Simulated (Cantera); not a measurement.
A Cantera script and what it prints.

```python
import numpy as np
import cantera as ct

gas_names = [...]  # 116 gases of nasa_gas.yaml made of C, H, Mg, O
cond_names = """
    C(gr) C6H6(L) C7H8(L) C8H18(L),n-octa H2O(s) H2O(L) Mg(cr) Mg(L) MgCO3(s) MgO(s) MgO(L) MgO2H2(s)
""".split()


# ... load() reads the species with a 1 bar reference pressure and builds the phases ...
atoms = {
    'MgO': {'Mg': 1, 'O': 1},
    'CO': {'C': 1, 'O': 1},
    'H2': {'H': 2},
}
top_T = {'C(gr)': 4500}  # K; cautious upper limits of use, not melting points


# ... equilibrate(T, P, feed) seeds the gas with the atoms and calls Mixture.equilibrate('TP', solver="vcs", rtol=1e-11, max_steps=5000) ...
results = []
feed = {'MgO': 1, 'CO': 11, 'H2': 0.18}  # mol
T = 2500  # K
P = 1333.22  # Pa
mix = equilibrate(T, P, feed)
results.append((T, P, feed, dict(zip(mix.species_names, mix.species_moles))))
x = sorted(zip(gas.X, gas.species_names), reverse=True)
print(f"T = {T:g} K  P = {P:g} Pa  gas = {mix.phase_moles(0):.4g} mol")
print("   x: " + "  ".join(f"{s} {v:.3e}" for v, s in x if v > 1e-06))
print("   condensed (mol): " + ("  ".join(f"{mix.phase(i).name} {mix.phase_moles(i):.4g}"
      for i in range(1, mix.n_phases) if mix.phase_moles(i) > 1e-12) or "none"))
```

Result:

```
T = 2500 K  P = 1333.22 Pa  gas = 12.33 mol
   x: CO 8.206e-01  Mg 8.048e-02  CO2 7.153e-02  H 1.426e-02  H2 4.292e-03  O 3.493e-03  H2O 2.319e-03  OH 1.597e-03  O2 7.744e-04  MgO 5.143e-04  MgOH 1.033e-04  MgH 1.210e-05
   condensed (mol): none
```

These are equilibrium values from Cantera (NASA tables, ideal gas, pure condensed phases), not measurements of a reactor. The tables' values for MgH are old estimates; treat these amounts as uncertain.
